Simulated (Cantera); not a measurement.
Charge: 1 mol Si₃N₄, 0.72 mol C, 0.21 mol H₂, held at 1725 °C and 101000 Pa.

These are equilibrium values from Cantera (NASA tables, ideal gas, pure condensed phases), not measurements of a reactor. Candidate condensed phases: C, C₆H₆, C₇H₈, C₈H₁₈, Si, SiC, Si₃N₄; 105 gas species. Mutual solubility and eutectic melting of coexisting phases are not modelled. Gases not in the tables: Si₂H₆ and higher silanes. The numbers say what is thermodynamically allowed, not how fast it happens.

Base state: N₂ 0.695, H₂ 0.303, HCN 0.000981, H 0.000878, HNC 5.55e-5, Si 1.56e-5, SiH₂ 1.19e-5 (mole fractions); condensed: SiC(s) + Si₃N₄(s).

Q: What changes in the equilibrium state with this change: C from 0.72 to 0.025 mol?

A: 
```csv
species,before,after
H₂,0.303,0.840
N₂,0.695,0.158
H,0.000878,0.00146
HCN,0.000981,0.000290
SiH₂,1.19e-5,8.82e-5
SiH,5.91e-6,2.64e-5
HNC,5.55e-5,1.64e-5
CH₄,5.81e-6,1.66e-5
"SiC(s), mol",0.719,0.0249
"Si₃N₄(s), mol",0.760,0.980
"Si(l), mol",0,0.0343
```

Q: What changes in the equilibrium state with this change: C from 0.72 to 0.014 mol?

A: 
| species | before | after |
|---|---|---|
| H₂ | 0.303 | 0.840 |
| N₂ | 0.695 | 0.158 |
| H | 0.000878 | 0.00146 |
| HCN | 0.000981 | 0.000290 |
| SiH₂ | 1.19e-5 | 8.82e-5 |
| SiH | 5.91e-6 | 2.64e-5 |
| HNC | 5.55e-5 | 1.64e-5 |
| CH₄ | 5.81e-6 | 1.66e-5 |
| SiC(s), mol | 0.719 | 0.0139 |
| Si₃N₄(s), mol | 0.760 | 0.980 |
| Si(l), mol | 0 | 0.0453 |

Q: What changes in the equilibrium state with this change: pressure from 101000 Pa to 133 Pa?

A: 
```csv
species,before,after
N₂,0.695,0.868
H₂,0.303,0.0846
Si,1.56e-5,0.0319
H,0.000878,0.0128
Si₃,4.81e-9,7.06e-5
Si₂,6.01e-8,0.000329
Si₂C,4.25e-7,0.000867
"SiC(s), mol",0.719,0.717
"Si₃N₄(s), mol",0.760,0
"Si(l), mol",0,2.20
```
The tables' values for SiN are old estimates; treat these amounts as uncertain.
